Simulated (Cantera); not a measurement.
A Cantera script and what it prints.

```python
import numpy as np
import cantera as ct

gas_names = """
    AL ALBr ALBr3 ALH ALN ALO ALOH ALO2 ALO2H AL2 AL2Br6 AL2O AL2O2 Br Br2 H HALO HBr HNO HNO2 HNO3 HO2
    H2 H2O H2O2 N NH NH2 NH3 NH2OH NO NO2 NO3 N2 N2H2 N2H4 N2O O OH O2 O3
""".split()
cond_names = """
    AL(cr) AL(L) ALBr3(s) ALBr3(L) ALN(s) AL2O3(a) AL2O3(L) Br2(cr) Br2(L) H2O(s) H2O(L)
""".split()


# ... load() reads the species with a 1 bar reference pressure and builds the phases ...
atoms = {
    'AlBr3': {'AL': 1, 'Br': 3},
    'N2O': {'N': 2, 'O': 1},
    'H2': {'H': 2},
}
top_T = {'ALN(s)': 2750}  # K; cautious upper limits of use, not melting points


# ... equilibrate(T, P, feed) seeds the gas with the atoms and calls Mixture.equilibrate('TP', solver="vcs", rtol=1e-11, max_steps=5000) ...
results = []
T = 1023.15  # K
P = 15  # Pa
for m in [6.9, 10, 15, 21, 31, 44, 64, 93, 130, 200, 280, 410, 590]:
    feed = {'AlBr3': 1, 'N2O': 2.2, 'H2': m}  # mol
    mix = equilibrate(T, P, feed)
    results.append((T, P, feed, dict(zip(mix.species_names, mix.species_moles))))
    x = sorted(zip(gas.X, gas.species_names), reverse=True)
    print(f"T = {T:g} K  P = {P:g} Pa  n(H2) = {m:g} mol  gas = {mix.phase_moles(0):.4g} mol")
    print("   x: " + "  ".join(f"{s} {v:.3e}" for v, s in x if v > 0.0001))
    print("   condensed (mol): " + ("  ".join(f"{mix.phase(i).name} {mix.phase_moles(i):.4g}"
          for i in range(1, mix.n_phases) if mix.phase_moles(i) > 1e-12) or "none"))
```

It prints:

```
T = 1023.15 K  P = 15 Pa  n(H2) = 6.9 mol  gas = 10.6 mol
   x: H2 4.435e-01  HBr 2.828e-01  N2 2.075e-01  H2O 6.603e-02  Br 2.019e-04
   condensed (mol): AL2O3(a) 0.5
T = 1023.15 K  P = 15 Pa  n(H2) = 10 mol  gas = 13.7 mol
   x: H2 5.694e-01  HBr 2.188e-01  N2 1.606e-01  H2O 5.109e-02  Br 1.379e-04
   condensed (mol): AL2O3(a) 0.5
T = 1023.15 K  P = 15 Pa  n(H2) = 15 mol  gas = 18.7 mol
   x: H2 6.845e-01  HBr 1.603e-01  N2 1.176e-01  H2O 3.743e-02
   condensed (mol): AL2O3(a) 0.5
T = 1023.15 K  P = 15 Pa  n(H2) = 21 mol  gas = 24.7 mol
   x: H2 7.611e-01  HBr 1.214e-01  N2 8.907e-02  H2O 2.834e-02
   condensed (mol): AL2O3(a) 0.5
T = 1023.15 K  P = 15 Pa  n(H2) = 31 mol  gas = 34.7 mol
   x: H2 8.300e-01  HBr 8.641e-02  N2 6.340e-02  H2O 2.017e-02
   condensed (mol): AL2O3(a) 0.5
T = 1023.15 K  P = 15 Pa  n(H2) = 44 mol  gas = 47.7 mol
   x: H2 8.763e-01  HBr 6.286e-02  N2 4.612e-02  H2O 1.467e-02
   condensed (mol): AL2O3(a) 0.5
T = 1023.15 K  P = 15 Pa  n(H2) = 64 mol  gas = 67.7 mol
   x: H2 9.129e-01  HBr 4.429e-02  N2 3.250e-02  H2O 1.034e-02
   condensed (mol): AL2O3(a) 0.5
T = 1023.15 K  P = 15 Pa  n(H2) = 93 mol  gas = 96.7 mol
   x: H2 9.390e-01  HBr 3.101e-02  N2 2.275e-02  H2O 7.239e-03
   condensed (mol): AL2O3(a) 0.5
T = 1023.15 K  P = 15 Pa  n(H2) = 130 mol  gas = 133.7 mol
   x: H2 9.559e-01  HBr 2.243e-02  N2 1.645e-02  H2O 5.236e-03
   condensed (mol): AL2O3(a) 0.5
T = 1023.15 K  P = 15 Pa  n(H2) = 200 mol  gas = 203.7 mol
   x: H2 9.710e-01  HBr 1.472e-02  N2 1.080e-02  H2O 3.436e-03
   condensed (mol): AL2O3(a) 0.5
T = 1023.15 K  P = 15 Pa  n(H2) = 280 mol  gas = 283.7 mol
   x: H2 9.792e-01  HBr 1.057e-02  N2 7.755e-03  H2O 2.467e-03
   condensed (mol): AL2O3(a) 0.5
T = 1023.15 K  P = 15 Pa  n(H2) = 410 mol  gas = 413.7 mol
   x: H2 9.857e-01  HBr 7.248e-03  N2 5.318e-03  H2O 1.692e-03
   condensed (mol): AL2O3(a) 0.5
T = 1023.15 K  P = 15 Pa  n(H2) = 590 mol  gas = 593.7 mol
   x: H2 9.901e-01  HBr 5.051e-03  N2 3.706e-03  H2O 1.179e-03
   condensed (mol): AL2O3(a) 0.5
```

Equilibrium computed with Cantera from the NASA thermochemical tables; the gas is ideal and each condensed phase is pure.
